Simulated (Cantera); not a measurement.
Input: 1 mol FeS₂, 2200 mol H₂, held at 9.00 Torr.

Cantera equilibrium calculation (NASA polynomials, part measured and part estimated; ideal gas, pure solids and liquids). Candidate condensed phases: Fe, FeS, FeS₂, S; 8 gas species. Equilibrium is a limit: real reactors are often held back by kinetics, nucleation or transport.

log p: log10 of the partial pressure in bar; n: condensed amount in mol.

| T (K) | log p H₂ | log p H | log p H₂S | log p Fe | log p SH | log p S | log p S₂ | n Fe(γ) |
|---|---|---|---|---|---|---|---|---|
| 1300 | -1.92 | -6.92 | -4.97 | (withheld) | -7.24 | -9.64 | -8.18 | 1.000 |
| 1400 | -1.92 | -6.27 | -4.97 | (withheld) | -6.77 | -8.77 | -7.67 | 0.997 |
| 1500 | -1.92 | -5.72 | -4.98 | (withheld) | -6.37 | -8.01 | -7.25 | 0.972 |
| 1600 | -1.92 | -5.23 | -5.01 | (withheld) | -6.04 | -7.37 | -6.91 | 0.799 |
| 1700 | -1.92 | -4.79 | -5.06 | -5.26 | -5.78 | -6.83 | -6.66 | 0 |
| 1800 | -1.92 | -4.41 | -5.14 | -5.26 | -5.58 | -6.38 | -6.51 | 0 |
| 1900 | -1.92 | -4.06 | -5.26 | -5.27 | -5.44 | -6.02 | -6.45 | 0 |
| 2000 | -1.93 | -3.75 | -5.40 | -5.27 | -5.36 | -5.74 | -6.49 | 0 |
| 2100 | -1.93 | -3.47 | -5.58 | -5.27 | -5.33 | -5.53 | -6.61 | 0 |
| 2200 | -1.94 | -3.22 | -5.79 | -5.27 | -5.34 | -5.38 | -6.80 | 0 |

Complete the blanks.


- 1300, log p Fe: -8.96
- 1400, log p Fe: -7.81
- 1500, log p Fe: -6.82
- 1600, log p Fe: -5.96
